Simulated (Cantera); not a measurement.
Input (Python, Cantera) and output of one run.

```python
import numpy as np
import cantera as ct

gas_names = """
    H H2 N NH NH2 NH3 N2 N2H2 N2H4 Si SiH SiH2 SiH3 SiH4 SiN Si2 Si2N Si3
""".split()
cond_names = """
    Si(cr) Si(L) Si3N4(a)
""".split()


def load(file, names, dense=False):
    # The tables refer to 1 bar. Condensed volumes are neglected.
    table = {s.name: s for s in ct.Species.list_from_file(file)}
    out = []
    for n in names:
        d = dict(table[n].input_data)
        d["thermo"] = dict(d["thermo"], **{"reference-pressure": 1e5})
        if dense:
            d["equation-of-state"] = {"model": "constant-volume", "density": "1e6 g/cm^3"}
        out.append(ct.Species.from_dict(d))
    return out


gas = ct.Solution(thermo="ideal-gas", species=load("nasa_gas.yaml", gas_names))
cond = {s.name: ct.Solution(thermo="fixed-stoichiometry", species=[s], name=s.name)
        for s in load("nasa_condensed.yaml", cond_names, dense=True)}
atoms = {
    'trisilylamine': {'Si': 3, 'N': 1, 'H': 9},
    'N2': {'N': 2},
    'NH3': {'N': 1, 'H': 3},
}
top_T = {'Si3N4(a)': 2400}  # K; cautious upper limits of use, not melting points


def equilibrate(T, P, feed):
    n = {}
    for name, mol in feed.items():
        for a, k in atoms[name].items():
            n[a] = n.get(a, 0.0) + k * mol
    gas.TPX = T, P, n
    mass = sum(n.values()) * gas.mean_molecular_weight
    gas.equilibrate("TP")
    valid = [c for c in cond.values() if c.min_temp <= T <= top_T.get(c.name, c.max_temp)]
    mix = ct.Mixture([(gas, mass / gas.mean_molecular_weight)] + [(c, 0.0) for c in valid])
    mix.T, mix.P = T, P
    mix.equilibrate("TP", solver="vcs", rtol=1e-11, max_steps=5000)
    return mix


results = []
feed = {'trisilylamine': 1, 'N2': 17, 'NH3': 19}  # mol
T = 1325  # K
P = 1200  # Pa
mix = equilibrate(T, P, feed)
results.append((T, P, feed, dict(zip(mix.species_names, mix.species_moles))))
x = sorted(zip(gas.X, gas.species_names), reverse=True)
print(f"T = {T:g} K  P = {P:g} Pa  gas = {mix.phase_moles(0):.4g} mol")
print("   x: " + "  ".join(f"{s} {v:.3e}" for v, s in x if v > 1e-05))
print("   condensed (mol): " + ("  ".join(f"{mix.phase(i).name} {mix.phase_moles(i):.4g}"
      for i in range(1, mix.n_phases) if mix.phase_moles(i) > 1e-12) or "none"))
```

Result:

```
T = 1325 K  P = 1200 Pa  gas = 58 mol
   x: H2 5.690e-01  N2 4.310e-01  H 1.126e-05
   condensed (mol): Si3N4(a) 1
```

Method: chemical equilibrium by Gibbs-energy minimisation in Cantera with the NASA 1993 tables (ideal gas, pure condensed phases). The feed counts by its element totals alone.
